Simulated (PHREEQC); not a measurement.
A PHREEQC input (ion-association model, phreeqc.dat):

```
SOLUTION 1
  temp 70
  units mg/kgw
  pH 6.31
  pe 1.2
  Na 5.13
  K 0.00123
  Ca 2.13
  Mg 0.111
  Cl 4.7
  S(6) 6.33 as S
  Alkalinity 4.92 as HCO3
  Si 0.14 as SiO2
  F 0.0156
END
USE solution 1
EQUILIBRIUM_PHASES 1
  Chalcedony 0 0
  CO2(g) -2 10
END
```

The run finishes without an error or a warning.

Its last state differs from that of the intended input:

```csv
quantity,as run,intended
ionic strength (mol/kgw),0.000720,0.000463
CaSO4 (mol/kgw),1.83e-6,6.56e-7
MgSO4 (mol/kgw),4.00e-7,1.49e-7
NaSO4- (mol/kgw),2.44e-7,8.36e-8
HSO4- (mol/kgw),4.73e-8,1.60e-8
```

Question: One thing in the input isn't as intended. What explains the difference?

Answer: This is not unique; one that fits is The fault: sulfate typed 'as S' though the number is for SO4. The line should read `as SO4` where the input has `as S`.
